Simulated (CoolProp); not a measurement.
Vapour-liquid equilibrium of R227EA (1) + isobutane (2) at 270.8 K; x and y are mole fractions of (1).

The numbers come from the multi-fluid Helmholtz-energy mixture model, Lemmon 2016 and Bücker 2006; pair parameters Bell 2016 in CoolProp.

Problem. Give the bubble pressure and the first vapour's composition at x = 0.125, 0.35, 0.425. Is there an azeotrope?

Solution. x = 0.125: 0.2021 MPa, y = 0.345; x = 0.35: 0.2320 MPa, y = 0.493; x = 0.425: 0.2348 MPa, y = 0.517. y crosses x between x = 0.5 and 0.575: the model has an azeotrope there.

The pair parameters rest on a limited set of measurements; away from them the model extrapolates.
